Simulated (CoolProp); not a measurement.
Methanol along the isotherm 140.75 °C: density (kg/m³) from the reference equation and from simpler models built on Tc = 240.2 °C, pc = 82.16 bar, ω = 0.565; each cubic takes its own stable root.

Values from CoolProp's reference Helmholtz-energy equation of state, de Reuck 1993.

```tsv
p (bar)	phase	reference
29.3	liquid	664.2
58.7	liquid	670.7
88	liquid	676.6
117	liquid	682.1
147	liquid	687.4
176	liquid	692.1
205	liquid	696.6
235	liquid	701.1
264	liquid	705.1
293	liquid	709.0
323	liquid	712.9
352	liquid	716.5
381	liquid	719.9
411	liquid	723.3
```

Task: How far does each simpler model (van der Waals, Soave-Redlich-Kwong) lie from the reference over these 14 states: mean and median of the absolute difference, and the worst?

Result: 
- van der Waals: mean 52.5 %, median 49.0 %, worst -94.7 % at 140.75 °C and 29.3 bar
- Soave-Redlich-Kwong: mean 25.5 %, median 25.5 %, worst -25.6 % at 140.75 °C and 411 bar

At some of these states van der Waals gives the other phase, because its saturation line lies elsewhere.
